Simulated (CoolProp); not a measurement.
Values from CoolProp's reference Helmholtz-energy equation of state, Thol 2015.

Problem. Give the vapour pressure (MPa), vapour density (kg/m³), surface tension (mN/m) of saturated octamethylcyclotetrasiloxane (D4) at 441.7, 509.4, 554.5 K.

Solution. 
```csv
T (K),p (MPa),vapour density (kg/m³),surface tension (mN/m)
441.7,0.0841,7.28,7.85
509.4,0.378,33.2,3.67
554.5,0.821,84.4,1.27
```

Surface tension comes from a separate correlation (Mulero 2014), older than this fluid's equation and unchecked against measurements.
